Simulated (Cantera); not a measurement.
A closed system holds: 1 mol SiC, 0.074 mol N2O, 340 mol N2, at 1323.15 K and 0.00970 bar.

Equilibrium computed with Cantera from the NASA thermochemical tables; the gas is ideal and each condensed phase is pure. Mutual solubility and eutectic melting of coexisting phases are not modelled. Kinetics and transport are ignored.

| species | before | after |
|---|---|---|
| N2 | 1.000 | 1.000 |
| CO | 5.85e-5 | 0.000207 |
| Si | <1e-9 | 0.000187 |
| SiO | 3.05e-8 | 1.04e-5 |
| C(graphite), mol | 0.980 | 0 |
| Si2N2O(s), mol | 0.0541 | 0 |
| Si3N4(s), mol | 0.297 | 0 |
| SiC(s), mol | 0 | 0.927 |
Gas species are given as mole fractions.

**Question.** Name the change that produced these shifts.
(A) pressure from 0.00970 bar to 0.00170 bar
(B) temperature from 1323.15 K to 1925 K
(C) N2O from 0.074 to 2.6 mol
(D) temperature from 1323.15 K to 1425 K

**Answer.** B, temperature from 1323.15 K to 1925 K
